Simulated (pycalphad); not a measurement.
An equivalent pycalphad script:

```python
from pycalphad import Database, equilibrium, calculate, variables as v
import numpy as np
db = Database('COST507.tdb')
comps = ['C', 'B', 'VA']
phases = ['B4C', 'BETA_RHOMBO_B', 'GRAPHITE', 'LIQUID']
eq = equilibrium(db, comps, phases, {v.X('B'): 0.8025, v.T: np.arange(3300, 499, -100), v.P: 101325, v.N: 1}, output=['HM', 'SM'])
```

CALPHAD calculation (pycalphad, COST 507 light-alloy database (1999)), 1 atm. These are 1990s assessments: newer ones move some temperatures and phases. Phase fractions are per mole of atoms. Kinetics are ignored, which matters at the lower temperatures.

Results at three of the temperatures:

```
T = 2900.00 K, P = 101325 Pa, N = 1 mol of atoms
G = -123330 J/mol, H = 116861 J/mol, S = 82.82 J/(mol K)  (SER reference)
chemical potentials (J/mol): C -119190, B -124349
phase             fraction       x(C)       x(B)
LIQUID              1.0000     0.1975     0.8025
```

```
T = 2600.00 K, P = 101325 Pa, N = 1 mol of atoms
G = -102069 J/mol, H = 35434 J/mol, S = 52.89 J/(mol K)  (SER reference)
chemical potentials (J/mol): C -72954, B -109235
phase             fraction       x(C)       x(B)
B4C                 0.9977     0.1957     0.8043
GRAPHITE            0.0023     0.9788     0.0212
```

```
T = 900.00 K, P = 101325 Pa, N = 1 mol of atoms
G = -33355 J/mol, H = -11614 J/mol, S = 24.16 J/(mol K)  (SER reference)
chemical potentials (J/mol): C -46402, B -30144
phase             fraction       x(C)       x(B)
B4C                 1.0000     0.1975     0.8025
```

Changes of the phase set, refined by bisection:

```json
[
 {"T (°C)": "2451.0", "phases above": "liquid", "phases below": "B4C + liquid"},
 {"T (°C)": "2390.3", "phases above": "B4C + liquid", "phases below": "B4C + graphite"},
 {"T (°C)": "1955.2", "phases above": "B4C + graphite", "phases below": "B4C"}
]
```

Database names, with the compositions (at.%) that they take in these runs: B4C: B 80 C 19.
